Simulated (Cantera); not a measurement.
Input: 1 mol CH₃SiH₃, 1.6 mol HCl, 14 mol H₂, equilibrated at 1.00 bar.

These are equilibrium values from Cantera (NASA tables, ideal gas, pure condensed phases), not measurements of a reactor. Candidate condensed phases: C, C₆H₆, C₇H₈, C₈H₁₈, Si, SiC; 109 gas species. The feed counts by its element totals alone. The tables' values for SiCl, SiCl₃ are old estimates; treat these amounts as uncertain. Gases not in the tables: Si₂H₆ and higher silanes. The numbers say what is thermodynamically allowed, not how fast it happens.

x: gas mole fraction; n: condensed amount in mol.

```tsv
T (°C)	x H₂	x HCl	x H	x SiCl₂	x C₂H₂ (acetylene)	n SiC(s)
1525	0.914	0.0845	0.000337	[?]	0.000106	0.986
1625	0.914	0.0841	0.000747	[?]	0.000257	0.983
1725	0.913	0.0834	0.00153	[?]	0.000471	0.977
1825	0.912	0.0823	0.00294	[?]	0.000745	0.968
1925	0.910	0.0810	0.00531	[?]	0.00109	0.956
2025	0.906	0.0793	0.00912	[?]	0.00157	0.938
2125	0.900	0.0774	0.0149	[?]	0.00229	0.908
```

Fill in the missing entries.


- 1525, x SiCl₂: 0.000705
- 1625, x SiCl₂: 0.000895
- 1725, x SiCl₂: 0.00121
- 1825, x SiCl₂: 0.00163
- 1925, x SiCl₂: 0.00216
- 2025, x SiCl₂: 0.00274
- 2125, x SiCl₂: 0.00329
